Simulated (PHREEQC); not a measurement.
Solution (90 °C): 0.0044 mol H2SO4, 0.033 mol Li2SO4 and 0.0018 mol FeSO4 per kg of water. Closed to the air; pH follows from the charge balance.

The numbers come from PHREEQC with the ion-association model, phreeqc.dat.

No solid was allowed to form.

Question: Order these Fe species by the share of Fe that they hold, largest first: Fe+2, FeSO4, FeHSO4+.

Answer: FeSO4 (60 %), Fe+2 (39 %), FeHSO4+ (1.2 %)

The pH is 2.95 and the ionic strength 0.0949 mol/kgw. Species that the database lacks are ignored. Away from 25 °C the constants follow the database's enthalpies or fits; those with neither stay at their 25 °C values.
